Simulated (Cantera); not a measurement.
What does this Cantera script print?

```python
import numpy as np
import cantera as ct

surf = ct.Interface("diamond.yaml", "diamond_100")
gas, bulk = surf.adjacent["gas"], surf.adjacent["diamond"]
k = surf.kinetics_species_index(bulk.species_names[0])
cover = ["c6HH", "c6H*", "c6*H", "c6**", "c6HM", "c6B"]

rows, drift = [], 0.0
print(f"{'T':>10s}{'um/h':>11s}" + "".join(f"{s:>11s}" for s in cover))
for v in [950, 1000, 1050, 1100, 1150, 1200, 1250, 1300, 1350, 1400]:
    T, P, xH, xCH3 = v, 4600, 0.032, 4.8e-05
    gas.TPX = T, P, {"H": xH, "CH3": xCH3, "CH4": 0.021, "H2": 1 - xH - xCH3 - 0.021}
    surf.TP = bulk.TP = T, P
    surf.coverages = "c6H*:0.1, c6HH:0.9"
    surf.advance_coverages(100.0)
    before = surf.coverages
    surf.advance_coverages(100.0)
    drift = max(drift, np.max(np.abs(surf.coverages - before) / (surf.coverages + 1e-9)))
    rate = surf.net_production_rates[k] * bulk.mean_molecular_weight / bulk.density * 3.6e9
    rows.append([rate, *surf[cover].coverages])
    print(f"{v:10.4g}{rate:11.4e}" + "".join(f"{x:11.3e}" for x in rows[-1][1:]))
```

Output:

```
         T       um/h       c6HH       c6H*       c6*H       c6**       c6HM        c6B
       950 9.1892e-01  6.425e-01  1.441e-02  3.350e-01  6.761e-03  1.014e-03  2.494e-09
      1000 1.1688e+00  5.959e-01  1.861e-02  3.745e-01  9.851e-03  8.164e-04  3.172e-09
      1050 1.4289e+00  5.518e-01  2.324e-02  4.102e-01  1.378e-02  6.582e-04  3.877e-09
      1100 1.6619e+00  5.106e-01  2.822e-02  4.418e-01  1.861e-02  5.226e-04  4.510e-09
      1150 1.7922e+00  4.725e-01  3.343e-02  4.691e-01  2.438e-02  3.951e-04  4.863e-09
      1200 1.7243e+00  4.375e-01  3.879e-02  4.922e-01  3.109e-02  2.700e-04  4.679e-09
      1250 1.4528e+00  4.055e-01  4.422e-02  5.113e-01  3.871e-02  1.594e-04  3.942e-09
      1300 1.1285e+00  3.763e-01  4.962e-02  5.267e-01  4.720e-02  8.146e-05  3.062e-09
      1350 9.0233e-01  3.499e-01  5.494e-02  5.386e-01  5.650e-02  3.783e-05  2.449e-09
      1400 8.0105e-01  3.259e-01  6.013e-02  5.474e-01  6.651e-02  1.681e-05  2.174e-09
```

Model: the Harris–Goodwin 1993 mechanism for the reconstructed diamond (100) surface, integrated in Cantera.
